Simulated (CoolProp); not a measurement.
Vapour-liquid equilibrium of R1234ze(E) (1) + R227EA (2) at -16.45 °C; x and y are mole fractions of (1).

Model: multi-fluid Helmholtz-energy mixture model, Thol 2016 and Lemmon 2016; pair parameters Bell 2023, in CoolProp.

| x | bubble pressure (MPa) | y at the bubble point | dew pressure at overall composition x (MPa) | liquid density (mol/L) |
|---|---|---|---|---|
| 0.05 | 0.1018 | 0.059 | 0.1017 | 9.173 |
| 0.2 | 0.1046 | 0.226 | 0.1042 | 9.448 |
| 0.35 | 0.1071 | 0.382 | 0.1066 | 9.740 |
| 0.5 | 0.1092 | 0.529 | 0.1088 | 10.05 |
| 0.65 | 0.1109 | 0.670 | 0.1107 | 10.39 |
| 0.8 | 0.1121 | 0.809 | 0.1121 | 10.75 |
| 0.95 | 0.1128 | 0.951 | 0.1128 | 11.14 |

No azeotrope shows between x = 0.05 and 0.95.

The pair parameters rest on a limited set of measurements; away from them the model extrapolates.
